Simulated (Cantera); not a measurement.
An isothermal, constant-pressure homogeneous reactor starts with H2 : O2 = 0.012 : 1 (molar parts), at 1425 K and 0.00160 bar. Integrator tolerance rtol = 1e-08.

Computed with Cantera and GRI-Mech 3.0 (53 species, 325 reactions). Radical loss at walls, strong at low pressure, is not modelled.

What does this change do: pressure from 0.00160 bar to 0.00440 bar?


```json
[
 {"quantity": "x(H2) at 10.0 s", "before": "3.97e-5 (gas-phase equilibrium 1.98e-7)", "after": "9.98e-6 (gas-phase equilibrium 1.20e-7)"},
 {"quantity": "x(O2) at 10.0 s", "before": "0.980 (gas-phase equilibrium 0.988)", "after": "0.986 (gas-phase equilibrium 0.988)"},
 {"quantity": "x(HO2) at 10.0 s", "before": "4.64e-8 (gas-phase equilibrium 2.43e-8)", "after": "5.79e-8 (gas-phase equilibrium 3.13e-8)"},
 {"quantity": "x(H2O2) at 10.0 s", "before": "1.19e-9 (gas-phase equilibrium 6.22e-11)", "after": "1.74e-9 (gas-phase equilibrium 1.03e-10)"},
 {"quantity": "x(OH) at 10.0 s", "before": "0.00141 (gas-phase equilibrium 0.000100)", "after": "0.000710 (gas-phase equilibrium 7.78e-5)"}
]
```
